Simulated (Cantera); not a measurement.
Charge: 1 mol Si, a varied amount of F₂, 3.2 mol H₂, held at 625 K and 9.40e-5 bar.

These are equilibrium values from Cantera (NASA tables, ideal gas, pure condensed phases), not measurements of a reactor. Candidate condensed phases: Si; 25 gas species. Kinetics and transport are ignored.

Which condensed phases are stable at each of these points (n(F₂) (mol)): 0.51, 0.67, 0.86, 1.1, 1.4, 1.9, 2.4, 3.1, 4.1, 5.3, 6.8, 8.9?


```json
[
 {"n(F₂) (mol)": "0.51", "condensed phases": "Si(s)", "Si condensed (%)": "74.4"},
 {"n(F₂) (mol)": "0.67", "condensed phases": "Si(s)", "Si condensed (%)": "66.4"},
 {"n(F₂) (mol)": "0.86", "condensed phases": "Si(s)", "Si condensed (%)": "56.9"},
 {"n(F₂) (mol)": "1.1", "condensed phases": "Si(s)", "Si condensed (%)": "44.9"},
 {"n(F₂) (mol)": "1.4", "condensed phases": "Si(s)", "Si condensed (%)": "29.9"},
 {"n(F₂) (mol)": "1.9", "condensed phases": "Si(s)", "Si condensed (%)": "4.8"},
 {"n(F₂) (mol)": "2.4", "condensed phases": "gas only", "Si condensed (%)": "0.0"},
 {"n(F₂) (mol)": "3.1", "condensed phases": "gas only", "Si condensed (%)": "0.0"},
 {"n(F₂) (mol)": "4.1", "condensed phases": "gas only", "Si condensed (%)": "0.0"},
 {"n(F₂) (mol)": "5.3", "condensed phases": "gas only", "Si condensed (%)": "0.0"},
 {"n(F₂) (mol)": "6.8", "condensed phases": "gas only", "Si condensed (%)": "0.0"},
 {"n(F₂) (mol)": "8.9", "condensed phases": "gas only", "Si condensed (%)": "0.0"}
]
```

From 0.51 mol F₂ to 1.9 mol F₂ the condensed part is Si(s). From 2.4 mol F₂ to 8.9 mol F₂ nothing is condensed.
